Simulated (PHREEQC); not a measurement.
A column of 0.1 m (40 cells, dispersivity 0.008 m, 720 s a shift, diffusion coefficient 3e-10 m²/s) holds 0.017 eq of the database's cation exchanger X per kg of pore water, first in equilibrium with 72 mmol/kgw NaCl, 5.3 mmol/kgw Na2SO4 and 0.01 mmol/kgw HCl. It is flushed with 0.0079 mol KBr and 1e-05 mol HCl per kg of water, at 25 °C. Values are for the last cell. The system is closed to CO2. Nothing may precipitate in this run.

Model: ion-association model, phreeqc.dat, run in PHREEQC.

Task: Predict K in solution (mol/kgw), S in solution (mol/kgw), Na in solution (mol/kgw), Cl in solution (mol/kgw) at pore volumes = 2.938, 3.837, 4.963, 5.862.

Result: 
```tsv
pore volumes	K in solution (mol/kgw)	S in solution (mol/kgw)	Na in solution (mol/kgw)	Cl in solution (mol/kgw)
2.938	0.00250	5.01e-6	0.00547	7.81e-5
3.837	0.00735	2.33e-7	0.000556	1.32e-5
4.963	0.00787	4.94e-9	3.51e-5	1.01e-5
5.862	0.00790	2.26e-10	4.18e-6	1.00e-5
```
